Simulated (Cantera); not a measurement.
Mixture: CO : H₂ : O₂ : N₂ = 1 : 0.035 : 0.941 : 3.54 (molar parts), equivalence ratio 0.55, at 1.40 bar, adiabatic and at constant pressure. Ignition delay is the time to a rise of 400 K.

Cantera simulation using GRI-Mech 3.0 (53 species, 325 reactions); the numbers are that mechanism's predictions, not measurements. Where the delays flatten at high temperature, the 400 K rule measures the pace of heat release, not the induction time.

Question: Predict: delay at 1098 K; delay at 1173 K; delay at 1248 K; delay at 1323 K; delay at 1398 K; delay at 1473 K; delay at 1548 K.

Answer: 
```json
{
 "delay at 1098 K": "0.430 ms",
 "delay at 1173 K": "0.256 ms",
 "delay at 1248 K": "0.188 ms",
 "delay at 1323 K": "0.154 ms",
 "delay at 1398 K": "0.135 ms",
 "delay at 1473 K": "0.125 ms",
 "delay at 1548 K": "0.120 ms"
}
```
